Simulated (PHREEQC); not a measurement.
**Alkaline etch or developer (model solution)**

Solution (14 °C): 0.071 mol/kgw NH3. Closed to the air; pH follows from the charge balance.

Equilibrium calculation in PHREEQC: ion-association model, phreeqc.dat.

This is a speciation only: nothing precipitates in the calculation.

What pH, ionic strength, specific conductance does the model give?

pH 11.41; ionic strength 0.00111 mol/kgw; specific conductance 224 µS/cm.

In which forms is N present?

NH3 98 %, NH4+ 1.6 % of the N.

Constants without temperature data keep their 25 °C values here.
